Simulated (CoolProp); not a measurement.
Ammonia at 648.02 K and 0.204 MPa flows at 0.085 m/s in a round tube of 50 mm bore and 0.25 µm roughness, fully developed (64/Re and Nu = 3.66 if laminar; Colebrook and Gnielinski if turbulent). Each further row changes one setting.

Values from CoolProp's reference Helmholtz-energy equation of state, Gao 2020.

| case | Reynolds number | Darcy friction factor | pressure drop (Pa/m) | heat-transfer coefficient (W/(m² K)) | mass flow (kg/h) |
|---|---|---|---|---|---|
| as stated | 117 | 0.548 | 0.0255 | 5.45 | 0.388 |
| velocity 0.17 m/s | 234 | 0.274 | 0.0511 | 5.45 | 0.776 |
| diameter 100 mm | 234 | 0.274 | 0.00639 | 2.72 | 1.55 |

Viscosity comes from a separate model (Fenghour 1995). Thermal conductivity comes from a separate model (Tufeu 1984).
